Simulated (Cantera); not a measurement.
Feed: 1 mol HgO, 1.4 mol H2, at 1125 K and 0.100 bar.

These are equilibrium values from Cantera (NASA tables, ideal gas, pure condensed phases), not measurements of a reactor. Candidate condensed phases: H2O, Hg, HgO; 10 gas species. Rates play no part.

Base state: H2O 0.417, Hg 0.417, H2 0.167 (mole fractions); condensed: gas only.

What changes in the equilibrium state with this change: HgO replaced by Hg?


```
species  before  after
-------  ------  -----
H2        0.167  0.583
Hg        0.417  0.417
H2O       0.417      0
```
